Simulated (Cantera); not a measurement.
# Silicon etching in halogen gases: Si + F2 + H2

A closed system holds: 1 mol Si, 7 mol F2, 4.2 mol H2, held at 1050 K and 0.0120 Torr.

Method: chemical equilibrium by Gibbs-energy minimisation in Cantera with the NASA 1993 tables (ideal gas, pure condensed phases). Candidate condensed phases: Si; 25 gas species. Rates play no part.

The x(HF) is 0.764 and the x(F) comes out as 0.145. The x(SiF4) is 0.0909 and the x(F2) is 1.37e-5. The gas amount comes out as 11.00 mol and the log10 activity of Si(s) (absent) is -59.36.
